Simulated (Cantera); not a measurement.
Charge: 1 mol Fe(CO)₅, 2 mol N₂, equilibrated at 1325 °C and 4000 Pa.

Method: chemical equilibrium by Gibbs-energy minimisation in Cantera with the NASA 1993 tables (ideal gas, pure condensed phases). Candidate condensed phases: C, Fe, Fe(CO)₅, FeO, Fe₂O₃, Fe₃O₄; 27 gas species. Kinetics and transport are ignored.

Base state: CO 0.714, N₂ 0.286, Fe 2.65e-5 (mole fractions); condensed: Fe(γ).

Problem. What changes in the equilibrium state with this change: Fe(CO)₅ replaced by HgO?

Solution. 
```json
[
 {"species": "N₂", "before": "0.286", "after": "0.571"},
 {"species": "Hg", "before": "0", "after": "0.286"},
 {"species": "O₂", "before": "<1e-9", "after": "0.142"},
 {"species": "CO", "before": "0.714", "after": "0"},
 {"species": "Fe", "before": "2.65e-5", "after": "0"},
 {"species": "NO", "before": "<1e-9", "after": "0.00134"},
 {"species": "O", "before": "<1e-9", "after": "2.67e-5"},
 {"species": "Fe(γ), mol", "before": "1.000", "after": "0"}
]
```
Further candidate phases: Hg, HgO.
